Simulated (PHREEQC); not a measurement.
Synthetic water in mg/kgw, 25 °C, pH 3.23, pe 8.3:

| constituent | mg/kgw |
|---|---|
| Na | 549 |
| K | 33.4 |
| Ca | 560 |
| Mg | 235 |
| Cl | 280 |
| S(6) as SO4 | 3140 |
| Zn | 57.5 |
| Cd | 1.74 |
| B | 2.1 |

Valence states are taken as typed.

Model: ion-association model, phreeqc.dat, run in PHREEQC.

### Question
The ionic strength comes out as 0.0890 mol/kgw. What activity coefficients do Na+, Cd(SO4)2-2, Cd+2, NaSO4-, H+ get?

### Answer
Na+ 0.79, Cd(SO4)2-2 0.39, Cd+2 0.39, NaSO4- 0.80, H+ 0.83.

No solid was allowed to form. Species that the database lacks are ignored.
